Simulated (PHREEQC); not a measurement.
Alkaline etch or developer (model solution)

A solution holds 0.0072 mol/kgw KOH and 0.0041 mol/kgw K2SiO3, at 25 °C. Closed to the air; pH follows from the charge balance.

The numbers come from PHREEQC with the ion-association model, phreeqc.dat.

Precipitation was switched off in this run.

Predict the pH, ionic strength.

pH 11.98; ionic strength 0.0158 mol/kgw.

In which forms is Si present?

H3SiO4- 91 %, H2SiO4-2 8.4 %, H4SiO4 0.6 % of the Si.
